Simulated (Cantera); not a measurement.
A perfectly stirred reactor is fed with CH4 : C2H6 : C3H8 : O2 : N2 = 1 : 0.14 : 0.13 : 1.96 : 7.38 (molar parts), equivalence ratio 1.6, at 0.947 atm; it is adiabatic with a 523 K inlet, and is followed from long to short residence time, starting on the burning branch (τ in s: 0.2, 0.077, 0.029, 0.011, 0.0043, 0.0016, 0.00063, 0.00024, 9.2e-05, 3.5e-05).

Model: GRI-Mech 3.0 (53 species, 325 reactions), integrated in Cantera.

One state of this run: T (K) = 2006; x CH4 = 0.00169; x C2H6 = 3.37e-6; x C3H8 = 1.23e-6; x HCN = 0.000202; x H2O = 0.156; x NO = 9.11e-5; x O = 5.40e-6. x: mole fraction; the columns are a selection and need not sum to one.

Which value of τ (s) does it belong to?
A. 3.5e-5
B. 0.011
C. 0.00024
D. 0.077

B, 0.011
